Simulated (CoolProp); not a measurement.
A simple Rankine cycle with R22: condensing at 295.15 K, boiler at 4.24 MPa, turbine inlet 400.8 K, turbine efficiency 0.6, pump efficiency 0.6, no recuperator. Each further row changes one setting.

Model: reference Helmholtz-energy equation of state, Kamei 1995, in CoolProp.

| case | thermal efficiency (%) | net work (kJ/kg) | heat in (kJ/kg) | turbine exit temperature (K) | volume ratio over the turbine |
|---|---|---|---|---|---|
| as stated | 8.4 | 19.9 | 235 | 331.9 | ___ |
| turbine inlet 420.8 K | ___ | 22.6 | 256 | 355.2 | 4.33 |
| condensing temperature 287.15 K | ___ | 23.2 | 245 | 324.0 | 5.52 |
| boiler pressure 2.97 MPa | ___ | 17.9 | 250 | 353.3 | ___ |
| turbine efficiency 0.5 | ___ | 15.8 | 235 | 337.1 | 4.53 |

**Question.** Some entries are withheld; supply them.

**Answer.** 
- as stated, volume ratio over the turbine: 4.43
- turbine inlet 420.8 K, thermal efficiency (%): 8.8
- condensing temperature 287.15 K, thermal efficiency (%): 9.5
- boiler pressure 2.97 MPa, thermal efficiency (%): 7.2
- boiler pressure 2.97 MPa, volume ratio over the turbine: 3.02
- turbine efficiency 0.5, thermal efficiency (%): 6.7
